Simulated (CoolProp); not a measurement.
Vapour-liquid equilibrium of diethyl ether (1) + benzene (2) at 393.2 K; x and y are mole fractions of (1).

Values from CoolProp's multi-fluid Helmholtz-energy mixture model, Thol 2014 and Thol 2012; pair parameters Bell 2016.

Give the bubble pressure and the first vapour's composition at x = 0.25, 0.55, 0.95. Is there an azeotrope?

x = 0.25: 0.4656 MPa, y = 0.490; x = 0.55: 0.6704 MPa, y = 0.771; x = 0.95: 0.9687 MPa, y = 0.980. No azeotrope shows between x = 0.05 and 0.95.

Pair parameters are fitted to limited data, so mixtures are less certain than the pure fluids.
